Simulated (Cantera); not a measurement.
**Thermodynamics of carbon deposition, reforming and gasification, feed C₃H₆ + NH₃ + N₂**

Feed: 1 mol C₃H₆, 0.28 mol NH₃, 3.2 mol N₂, at 1.00 bar.

Equilibrium computed with Cantera from the NASA thermochemical tables; the gas is ideal and each condensed phase is pure. Candidate condensed phases: C, C₆H₆, C₇H₈, C₈H₁₈; 92 gas species. The numbers say what is thermodynamically allowed, not how fast it happens.

| T (°C) | x N₂ | x H₂ | x CH₄ | x NH₃ | x HCN | x C₂H₆ | x C₂H₄ | x CH₃CN | n C(graphite) |
|---|---|---|---|---|---|---|---|---|---|
| 327 | 0.643 | 0.0564 | 0.301 | 0.000447 | 2.15e-11 | 9.39e-7 | 6.83e-11 | 1.20e-11 | 1.44 |
| 377 | 0.628 | 0.102 | 0.270 | 0.000482 | 2.27e-10 | 1.23e-6 | 4.37e-10 | 7.03e-11 | 1.56 |
| 427 | 0.607 | 0.164 | 0.229 | 0.000484 | 1.67e-9 | 1.39e-6 | 1.99e-9 | 3.01e-10 | 1.74 |
| 477 | 0.583 | 0.237 | 0.180 | 0.000450 | 9.11e-9 | 1.33e-6 | 6.73e-9 | 9.84e-10 | 1.97 |
| 527 | 0.558 | 0.311 | 0.130 | 0.000388 | 3.91e-8 | 1.09e-6 | 1.75e-8 | 2.54e-9 | 2.22 |
| 577 | 0.537 | 0.375 | 0.0875 | 0.000312 | 1.37e-7 | 7.71e-7 | 3.63e-8 | 5.39e-9 | 2.46 |
| 627 | 0.522 | 0.422 | 0.0557 | 0.000240 | 4.10e-7 | 4.90e-7 | 6.29e-8 | 9.80e-9 | 2.64 |
| 677 | 0.511 | 0.454 | 0.0346 | 0.000180 | 1.08e-6 | 2.92e-7 | 9.56e-8 | 1.59e-8 | 2.77 |
| 727 | 0.505 | 0.474 | 0.0214 | 0.000135 | 2.54e-6 | 1.71e-7 | 1.33e-7 | 2.37e-8 | 2.86 |
| 777 | 0.501 | 0.486 | 0.0135 | 0.000102 | 5.48e-6 | 1.01e-7 | 1.73e-7 | 3.34e-8 | 2.91 |
x: gas mole fraction; n: condensed amount in mol.

From 327 °C to 777 °C the condensed part is C(graphite). The main C-bearing gas is CH₄ throughout. The share of C in condensed phases is highest at 777 °C (97.0 %) and lowest at 327 °C (47.9 %).
